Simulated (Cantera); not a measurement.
**Stirred combustor or abatement burner**

A perfectly stirred reactor is fed with CH4 : O2 : N2 : CO2 = 1 : 2.78 : 10.4 : 0.64 (molar parts), equivalence ratio 0.72, at 7500 Torr; it is adiabatic with a 575 K inlet, and is followed from long to short residence time, starting on the burning branch (τ in s: 0.047, 0.02, 0.0088, 0.0038, 0.0017, 0.00072, 0.00031, 0.00013, 5.8e-05, 2.5e-05, 1.1e-05).

Cantera simulation using GRI-Mech 3.0 (53 species, 325 reactions); the numbers are that mechanism's predictions, not measurements.

```
τ (s)    T (K)     x CH4    x O2    x C2H2    x HO2       x H    x C2H4    x HCN
-------  -----  --------  ------  --------  -------  --------  --------  -------
0.047     2000   3.19e-6  0.0524  4.32e-10  2.26e-6   4.84e-6  2.98e-10  3.01e-8
0.020     1999   6.97e-6  0.0525   1.90e-9  2.51e-6   6.19e-6   1.38e-9  3.40e-8
0.0088    1997   1.41e-5  0.0526   6.72e-9  3.03e-6   9.08e-6   5.32e-9  4.01e-8
0.0038    1993   2.74e-5  0.0528   2.00e-8  4.13e-6   1.56e-5   1.81e-8  5.13e-8
0.0017    1986   4.98e-5  0.0532   4.78e-8  6.16e-6   2.88e-5   5.10e-8  6.97e-8
0.00072   1973   9.31e-5  0.0538   1.08e-7  1.03e-5   5.81e-5   1.41e-7  1.02e-7
0.00031   1952  0.000176  0.0550   2.28e-7  1.80e-5  0.000115   3.72e-7  1.53e-7
0.00013   1914  0.000366  0.0575   5.33e-7  3.41e-5  0.000221   1.12e-6  2.35e-7
5.8e-5    1832   0.00103  0.0637   2.17e-6  7.61e-5  0.000328   6.43e-6  3.36e-7
2.5e-5     575    0.0675   0.188    <1e-12   <1e-12    <1e-12    <1e-12   <1e-12
1.1e-5     575    0.0675   0.188    <1e-12   <1e-12    <1e-12    <1e-12   <1e-12
```
x: mole fraction; the columns are a selection and need not sum to one.
